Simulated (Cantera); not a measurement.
Input: 1 mol Si3N4, 0.35 mol Si, 0.17 mol H2, 0.06 mol C, at 1998.15 K and 14.0 mbar.

Method: chemical equilibrium by Gibbs-energy minimisation in Cantera with the NASA 1993 tables (ideal gas, pure condensed phases). Candidate condensed phases: C, C6H6, C7H8, C8H18, Si, SiC, Si3N4; 105 gas species. Mutual solubility and eutectic melting of coexisting phases are not modelled. The tables' values for SiN are old estimates; treat these amounts as uncertain. Equilibrium is a limit: real reactors are often held back by kinetics, nucleation or transport.

Base state: N2 0.917, H2 0.0759, H 0.00374, Si 0.00304, HCN 0.000210, Si2N 0.000119, SiN 9.01e-5, Si2C 8.28e-5 (mole fractions); condensed: Si(l) + SiC(s).

**Question.** What changes in the equilibrium state with this change: pressure from 14.0 mbar to 0.100 bar?

**Answer.** 
| species | before | after |
|---|---|---|
| N2 | 0.917 | 0.920 |
| H2 | 0.0759 | 0.0774 |
| H | 0.00374 | 0.00141 |
| Si | 0.00304 | 0.000426 |
| Si2C | 8.28e-5 | 1.16e-5 |
| Si2 | 3.14e-5 | 4.40e-6 |
| Si2N | 0.000119 | 4.45e-5 |
| Si(l), mol | 3.28 | 3.29 |
| SiC(s), mol | 0.0593 | 0.0595 |
